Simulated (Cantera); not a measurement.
A perfectly stirred reactor is fed with CH4 : H2 : O2 : N2 : CO2 = 1 : 0.21 : 2.39 : 8.99 : 2.4 (molar parts), at 1.40 bar; it is adiabatic with a 650 K inlet, and is followed from long to short residence time, starting on the burning branch (τ in s: 0.11, 0.032, 0.0098, 0.003, 0.0009, 0.00027, 8.2e-05, 2.5e-05, 7.5e-06).

Detailed kinetics in Cantera: GRI-Mech 3.0 (53 species, 325 reactions).

### Question
What does this change do: O2 2.39 to 1.6 parts?

### Answer
```tsv
quantity	before	after
blow-out, bracketed by the residence times tried	burning at 0.270 ms, out at 82.0 µs	burning at 9.80 ms, out at 3.00 ms
x(CH4) at τ = 0.110 s	4.53e-6	0.000863
x(H2) at τ = 0.110 s	0.000536	0.0127
x(O2) at τ = 0.110 s	0.0207	0.00118
x(NO) at τ = 0.110 s	0.000166	5.11e-6
x(NO2) at τ = 0.110 s	1.07e-7	5.18e-10
x(CH4) at τ = 0.900 ms	0.000158	0.0704
x(H2) at τ = 0.900 ms	0.00383	0.0148
x(O2) at τ = 0.900 ms	0.0313	0.113
x(NO) at τ = 0.900 ms	2.50e-5	<1e-12
x(NO2) at τ = 0.900 ms	1.21e-8	<1e-12
```

### Question
What does this change do: CO2 2.4 to 1.7 parts?

### Answer
```json
[
 {"quantity": "blow-out, bracketed by the residence times tried", "before": "burning at 0.270 ms, out at 82.0 µs", "after": "burning at 82.0 µs, out at 25.0 µs"},
 {"quantity": "x(CH4) at τ = 0.110 s", "before": "4.53e-6", "after": "3.32e-6"},
 {"quantity": "x(H2) at τ = 0.110 s", "before": "0.000536", "after": "0.000737"},
 {"quantity": "x(O2) at τ = 0.110 s", "before": "0.0207", "after": "0.0217"},
 {"quantity": "x(NO) at τ = 0.110 s", "before": "0.000166", "after": "0.000424"},
 {"quantity": "x(NO2) at τ = 0.110 s", "before": "1.07e-7", "after": "2.39e-7"},
 {"quantity": "x(CH4) at τ = 0.900 ms", "before": "0.000158", "after": "0.000125"},
 {"quantity": "x(H2) at τ = 0.900 ms", "before": "0.00383", "after": "0.00438"},
 {"quantity": "x(O2) at τ = 0.900 ms", "before": "0.0313", "after": "0.0318"},
 {"quantity": "x(NO) at τ = 0.900 ms", "before": "2.50e-5", "after": "4.06e-5"},
 {"quantity": "x(NO2) at τ = 0.900 ms", "before": "1.21e-8", "after": "1.72e-8"}
]
```
